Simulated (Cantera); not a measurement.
A closed system holds: 1 mol B2O3, 0.38 mol H2O, 15 mol H2, at 1330 Pa.

Cantera equilibrium calculation (NASA polynomials, part measured and part estimated; ideal gas, pure solids and liquids). Candidate condensed phases: B, B2O3, B3O3H3, H2O; 23 gas species. Rates play no part.

Q: At 1600 K, list the 4 most abundant gas species with their mole fractions, and the condensed phases.

A: H2 0.936, HBO2 0.0397, B2O3 0.0110, H2O 0.00685. Condensed: B2O3(l).
